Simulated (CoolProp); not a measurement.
Vapour-liquid equilibrium of p-xylene (1) + n-nonane (2) at 423.2 K; x and y are mole fractions of (1).

Computed with CoolProp (multi-fluid Helmholtz-energy mixture model, Zhou 2012 and Lemmon 2006; pair parameters Bell 2016).

| x | bubble pressure, mixture model (MPa) | bubble pressure, Raoult's law (MPa) | y, mixture model | y, Raoult's law |
|---|---|---|---|---|
| 0.05 | 0.1017 | 0.1013 | 0.070 | 0.068 |
| 0.2 | ? | 0.1070 | 0.257 | 0.257 |
| 0.35 | 0.1139 | 0.1127 | ? | 0.426 |
| 0.5 | 0.1194 | 0.1183 | 0.572 | 0.580 |
| 0.65 | 0.1247 | 0.1240 | 0.711 | 0.719 |
| 0.8 | ? | 0.1297 | 0.841 | 0.847 |
| 0.95 | 0.1355 | 0.1354 | 0.962 | 0.963 |

Task: Complete the blanks.

Result: 
- 0.2, bubble pressure, mixture model (MPa): 0.1080
- 0.35, y, mixture model: 0.422
- 0.8, bubble pressure, mixture model (MPa): 0.1301

The largest gap from Raoult's law is +1.1 % in bubble pressure, at x = 0.35. No azeotrope shows between x = 0.05 and 0.95.

Pair parameters are fitted to limited data, so mixtures are less certain than the pure fluids.
